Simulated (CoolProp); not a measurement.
Properties of o-xylene along the isobar 0.101 MPa (Tc = 357.1 °C, pc = 3.737 MPa, ω = 0.312).

Model: reference Helmholtz-energy equation of state, Zhou 2012, in CoolProp.

```json
[
 {"T (°C)": "149.65", "phase": "gas", "cp (kJ/(kg K))": "1.751", "speed of sound (m/s)": "178.9", "conductivity (mW/(m K))": "24.5", "fugacity coefficient": "0.9571"},
 {"T (°C)": "155.35", "phase": "gas", "cp (kJ/(kg K))": "1.768", "speed of sound (m/s)": "180.5", "conductivity (mW/(m K))": "___", "fugacity coefficient": "0.9593"},
 {"T (°C)": "161.15", "phase": "gas", "cp (kJ/(kg K))": "___", "speed of sound (m/s)": "182.0", "conductivity (mW/(m K))": "25.6", "fugacity coefficient": "0.9615"},
 {"T (°C)": "166.85", "phase": "gas", "cp (kJ/(kg K))": "1.803", "speed of sound (m/s)": "183.5", "conductivity (mW/(m K))": "26.2", "fugacity coefficient": "0.9635"},
 {"T (°C)": "172.65", "phase": "gas", "cp (kJ/(kg K))": "1.820", "speed of sound (m/s)": "185.0", "conductivity (mW/(m K))": "26.7", "fugacity coefficient": "0.9653"},
 {"T (°C)": "178.35", "phase": "gas", "cp (kJ/(kg K))": "1.837", "speed of sound (m/s)": "186.4", "conductivity (mW/(m K))": "27.3", "fugacity coefficient": "0.9670"},
 {"T (°C)": "184.05", "phase": "gas", "cp (kJ/(kg K))": "1.854", "speed of sound (m/s)": "187.8", "conductivity (mW/(m K))": "27.8", "fugacity coefficient": "___"},
 {"T (°C)": "189.85", "phase": "gas", "cp (kJ/(kg K))": "1.871", "speed of sound (m/s)": "189.3", "conductivity (mW/(m K))": "___", "fugacity coefficient": "0.9701"},
 {"T (°C)": "195.55", "phase": "gas", "cp (kJ/(kg K))": "1.888", "speed of sound (m/s)": "190.6", "conductivity (mW/(m K))": "29.0", "fugacity coefficient": "0.9715"},
 {"T (°C)": "201.35", "phase": "gas", "cp (kJ/(kg K))": "1.905", "speed of sound (m/s)": "192.0", "conductivity (mW/(m K))": "___", "fugacity coefficient": "0.9729"},
 {"T (°C)": "207.05", "phase": "gas", "cp (kJ/(kg K))": "1.922", "speed of sound (m/s)": "193.3", "conductivity (mW/(m K))": "30.1", "fugacity coefficient": "0.9741"},
 {"T (°C)": "212.75", "phase": "gas", "cp (kJ/(kg K))": "1.938", "speed of sound (m/s)": "194.6", "conductivity (mW/(m K))": "30.6", "fugacity coefficient": "0.9752"},
 {"T (°C)": "218.55", "phase": "gas", "cp (kJ/(kg K))": "1.955", "speed of sound (m/s)": "196.0", "conductivity (mW/(m K))": "31.2", "fugacity coefficient": "0.9763"}
]
```

### Question
Complete the blanks.

### Answer

- 155.35, conductivity (mW/(m K)): 25.1
- 161.15, cp (kJ/(kg K)): 1.786
- 184.05, fugacity coefficient: 0.9686
- 189.85, conductivity (mW/(m K)): 28.4
- 201.35, conductivity (mW/(m K)): 29.5

Thermal conductivity comes from a separate model (Mylona 2014).
